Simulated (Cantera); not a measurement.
What does this Cantera script print?

```python
import numpy as np
import cantera as ct

gas_names = """
    Cr CrO CrO2 CrO3 H HO2 H2 H2O H2O2 O OH O2 O3
""".split()
cond_names = """
    Cr(cr) Cr(L) Cr2O3(s) Cr2O3(L) H2O(s) H2O(L)
""".split()


# ... load() reads the species with a 1 bar reference pressure and builds the phases ...
atoms = {
    'Cr': {'Cr': 1},
    'H2O': {'H': 2, 'O': 1},
}
top_T = {}  # K; cautious upper limits of use, not melting points


# ... equilibrate(T, P, feed) seeds the gas with the atoms and calls Mixture.equilibrate('TP', solver="vcs", rtol=1e-11, max_steps=5000) ...
results = []
feed = {'Cr': 1, 'H2O': 0.054}  # mol
T = 2550  # K
P = 10000  # Pa
mix = equilibrate(T, P, feed)
results.append((T, P, feed, dict(zip(mix.species_names, mix.species_moles))))
print(gas.report(threshold=1e-06))
for i in range(1, mix.n_phases):
    print(f"{mix.phase(i).name:16s} {mix.phase_moles(i):12.5e} mol")
```

Output:

```
       temperature   2550 K
          pressure   10000 Pa
           density   0.023468 kg/m^3
  mean mol. weight   49.757 kg/kmol
   phase of matter   gas

                          1 kg             1 kmol
                     ---------------   ---------------
          enthalpy        8.4524e+06        4.2057e+08  J
   internal energy        8.0263e+06        3.9936e+08  J
           entropy            4957.7        2.4668e+05  J/K
    Gibbs function       -4.1898e+06       -2.0847e+08  J
 heat capacity c_p            571.75             28449  J/K
 heat capacity c_v            404.65             20134  J/K

                      mass frac. Y      mole frac. X     chem. pot. / RT
                     ---------------   ---------------   ---------------
                Cr           0.93166           0.89154           -7.8449
               CrO          0.064362          0.047098            -30.58
              CrO2         0.0012189        0.00072203           -53.314
                 H        0.00039452          0.019475           -12.915
                H2         0.0015793           0.03898           -25.829
               H2O        0.00068939         0.0019041           -48.564
                 O        2.1857e-05        6.7975e-05           -22.735
                OH        7.1281e-05        0.00020854           -35.649
                O2        8.7275e-07        1.3571e-06            -45.47
     [   +4 minor]        8.4808e-08        4.2313e-08

Cr(L)             0.00000e+00 mol
Cr2O3(s)          0.00000e+00 mol
```

Method: chemical equilibrium by Gibbs-energy minimisation in Cantera with the NASA 1993 tables (ideal gas, pure condensed phases).
